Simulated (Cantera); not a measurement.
An isothermal, constant-pressure homogeneous reactor starts with CH₄ : H₂ : N₂ = 0.011 : 1 : 0.0016 (molar parts), at 2223 K and 1330 Pa. Integrator tolerance rtol = 1e-08.

Model: GRI-Mech 3.0 (53 species, 325 reactions), integrated in Cantera. GRI-Mech 3.0 stops at C3 and has no aromatics, soot or wall deposition, so with more carbon than oxygen in the feed, carbon stays in small species such as C2H2 where larger ones or solid carbon would form. Radical loss at walls, strong at low pressure, is not modelled.

Task: What does this change do: CH4 0.011 to 0.026 parts?

Result: 
```csv
quantity,before,after
x(CH₄) at 60.0 s,3.98e-6 (gas-phase equilibrium 3.76e-6),5.99e-6 (gas-phase equilibrium 5.84e-6)
x(H₂) at 60.0 s,0.939 (gas-phase equilibrium 0.939),0.933 (gas-phase equilibrium 0.933)
x(C₂H₂) at 60.0 s,0.00520 (gas-phase equilibrium 0.00449),0.0120 (gas-phase equilibrium 0.0110)
x(C₂H₆) at 60.0 s,<1e-12 (gas-phase equilibrium <1e-12),<1e-12 (gas-phase equilibrium <1e-12)
x(HCN) at 60.0 s,3.11e-5 (gas-phase equilibrium 0.00144),4.56e-5 (gas-phase equilibrium 0.00186)
x(H) at 60.0 s,0.0542 (gas-phase equilibrium 0.0542),0.0540 (gas-phase equilibrium 0.0540)
x(CH₃) at 60.0 s,4.35e-6 (gas-phase equilibrium 4.12e-6),6.58e-6 (gas-phase equilibrium 6.41e-6)
```
